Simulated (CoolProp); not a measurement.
Vapour-liquid equilibrium of benzene (1) + o-xylene (2) at 960 kPa; x and y are mole fractions of (1).

Model: multi-fluid Helmholtz-energy mixture model, Thol 2012 and Zhou 2012; pair parameters Bell 2016, in CoolProp.

```tsv
x	bubble temperature (K)	y at the bubble point	dew temperature at overall composition x (K)	liquid density (mol/L)
0.05	523.4	0.107	526.2	6.183
0.125	515.2	0.262	522.5	6.384
0.2	506.7	0.403	518.6	6.592
0.275	498.4	0.523	514.4	6.802
0.35	490.6	0.623	510.0	7.011
0.425	483.5	0.703	505.2	7.218
0.5	477.2	0.766	500.1	7.422
0.575	471.7	0.818	494.5	7.625
0.65	466.8	0.860	488.3	7.828
0.725	462.5	0.895	481.4	8.035
0.8	458.5	0.926	473.6	8.249
0.875	454.9	0.954	464.9	8.473
0.95	451.5	0.982	455.5	8.711
```

No azeotrope shows between x = 0.05 and 0.95.

Pair parameters are fitted to limited data, so mixtures are less certain than the pure fluids. The gap from Raoult's law changes sign with composition, which may be real or a fault of the pair parameters; it wasn't checked against measurements.
